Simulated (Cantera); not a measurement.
An isothermal, constant-pressure homogeneous reactor starts with N₂O : H₂O = 1 : 0.073 (molar parts), at 1600 K and 1.01 bar. Integrator tolerance rtol = 1e-08.

Cantera simulation using GRI-Mech 3.0 (53 species, 325 reactions); the numbers are that mechanism's predictions, not measurements. GRI-Mech 3.0 was tuned for natural gas; its chemistry of N2O as a main component is partial and can be far from experiment. The temperature is held fixed by assumption; the heat of reaction is taken as removed at once.

**Question.** What does this change do: temperature 1600 to 1273 K?

**Answer.** 
| quantity | before | after |
|---|---|---|
| x(N₂O) at 3.00 s | 4.43e-6 (gas-phase equilibrium 1.16e-7) | 0.00359 (gas-phase equilibrium 2.23e-8) |
| x(H₂O) at 3.00 s | 0.0464 (gas-phase equilibrium 0.0463) | 0.0465 (gas-phase equilibrium 0.0464) |
| x(O₂) at 3.00 s | 0.256 (gas-phase equilibrium 0.317) | 0.290 (gas-phase equilibrium 0.318) |
| x(NO) at 3.00 s | 0.123 (gas-phase equilibrium 0.00214) | 0.0514 (gas-phase equilibrium 0.000367) |
| x(H) at 3.00 s | 4.25e-8 (gas-phase equilibrium 4.02e-8) | 1.23e-10 (gas-phase equilibrium 4.72e-11) |
The mechanism lacks the step 2 NO + O2 → 2 NO2, which can matter for NO2 below about 1400 K.

**Question.** What does this change do: temperature 1600 to 1073 K?

**Answer.** 
```tsv
quantity	before	after
x(N₂O) at 3.00 s	4.43e-6 (gas-phase equilibrium 1.16e-7)	0.752 (gas-phase equilibrium 5.10e-9)
x(H₂O) at 3.00 s	0.0464 (gas-phase equilibrium 0.0463)	0.0639 (gas-phase equilibrium 0.0464)
x(O₂) at 3.00 s	0.256 (gas-phase equilibrium 0.317)	0.0584 (gas-phase equilibrium 0.318)
x(NO) at 3.00 s	0.123 (gas-phase equilibrium 0.00214)	0.00501 (gas-phase equilibrium 7.34e-5)
x(H) at 3.00 s	4.25e-8 (gas-phase equilibrium 4.02e-8)	8.38e-11 (gas-phase equilibrium <1e-12)
```
The mechanism lacks the step 2 NO + O2 → 2 NO2, which can matter for NO2 below about 1400 K.
